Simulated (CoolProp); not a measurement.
Aqueous lithium chloride as a coolant, at 9 °C, 1 atm.

Values from CoolProp's Melinder's fits for secondary coolants.

```json
[
 {"mass %": "1.1", "freezing point (°C)": "-0.8", "Prandtl number": "10.0", "viscosity (mPa s)": "1.39", "conductivity (W/(m K))": "…", "cp (kJ/(kg K))": "4.132"},
 {"mass %": "4.8", "freezing point (°C)": "-4.8", "Prandtl number": "10.8", "viscosity (mPa s)": "…", "conductivity (W/(m K))": "0.567", "cp (kJ/(kg K))": "3.924"},
 {"mass %": "8.5", "freezing point (°C)": "-9.8", "Prandtl number": "11.7", "viscosity (mPa s)": "1.76", "conductivity (W/(m K))": "0.560", "cp (kJ/(kg K))": "3.727"},
 {"mass %": "12.3", "freezing point (°C)": "-16.7", "Prandtl number": "12.9", "viscosity (mPa s)": "2.02", "conductivity (W/(m K))": "0.552", "cp (kJ/(kg K))": "3.534"},
 {"mass %": "16", "freezing point (°C)": "-27.2", "Prandtl number": "14.4", "viscosity (mPa s)": "2.33", "conductivity (W/(m K))": "0.545", "cp (kJ/(kg K))": "3.357"},
 {"mass %": "19.7", "freezing point (°C)": "-42.5", "Prandtl number": "16.2", "viscosity (mPa s)": "2.72", "conductivity (W/(m K))": "0.538", "cp (kJ/(kg K))": "3.203"},
 {"mass %": "23.4", "freezing point (°C)": "-60.2", "Prandtl number": "…", "viscosity (mPa s)": "…", "conductivity (W/(m K))": "0.530", "cp (kJ/(kg K))": "3.091"}
]
```

Task: Complete the blanks.

Result: 
- 1.1, conductivity (W/(m K)): 0.575
- 4.8, viscosity (mPa s): 1.56
- 23.4, Prandtl number: 18.8
- 23.4, viscosity (mPa s): 3.23
